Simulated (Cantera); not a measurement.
Feed: 1 mol CuO, 1.3 mol CH4, 0.11 mol H2, at 0.133 bar.

Method: chemical equilibrium by Gibbs-energy minimisation in Cantera with the NASA 1993 tables (ideal gas, pure condensed phases). Candidate condensed phases: C, C6H6, C7H8, C8H18, Cu, CuO, Cu(OH)2, Cu2O, H2O; 113 gas species. Rates play no part. All values below are at 1323 K.

Base state: H2 0.730, CO 0.269, CH4 0.000483, H2O 0.000192, CO2 3.83e-5 (mole fractions); condensed: C(graphite) + Cu(s).

Q: What changes in the equilibrium state with this change: pressure from 0.133 bar to 8.90 bar?

A: 
```
species             before    after
----------------  --------  -------
H2                   0.730    0.692
CO                   0.269    0.264
CH4               0.000483   0.0290
H2O               0.000192   0.0119
CO2                3.83e-5  0.00246
C(graphite), mol     0.299    0.248
Cu(s), mol           1.000     1.00
```

Q: What changes in the equilibrium state with this change: CuO replaced by Ta2O5?

A: 
```json
[
 {"species": "H2", "before": "0.730", "after": "0.744"},
 {"species": "CO", "before": "0.269", "after": "0.255"},
 {"species": "H2O", "before": "0.000192", "after": "0.00111"},
 {"species": "CH4", "before": "0.000483", "after": "8.36e-5"},
 {"species": "CO2", "before": "3.83e-5", "after": "0.000205"},
 {"species": "C(graphite), mol", "before": "0.299", "after": "0"},
 {"species": "Cu(s), mol", "before": "1.000", "after": "0"},
 {"species": "TaC(s), mol", "before": "0", "after": "0.373"},
 {"species": "Ta2O5(s), mol", "before": "0", "after": "0.814"}
]
```
Mutual solubility and eutectic melting of coexisting phases are not modelled. TaC: taken at fixed stoichiometry. Condensed phases not in the tables: Ta2C. Further candidate phases: Ta, TaC, Ta2O5.
